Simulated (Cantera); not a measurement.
An adiabatic, constant-pressure homogeneous reactor starts with H2 : O2 : N2 = 1 : 0.833 : 3.13 (molar parts), equivalence ratio 0.60, at 1748 K and 1.60 bar.

Model: the H2/O2 subset of GRI-Mech 3.0, which has no nitrogen chemistry, integrated in Cantera.

One state of this run: T (K) = 2799; x H2 = 0.0124; x O2 = 0.0675; x OH = 0.0306; x HO2 = 1.88e-5; x H2O2 = 7.71e-7. x: mole fraction; the columns are a selection and need not sum to one.

Which value of t (s) does it belong to?
A. 2.00e-6
B. 4.21e-5
C. 0.0187
D. 1.53e-5

C, 0.0187
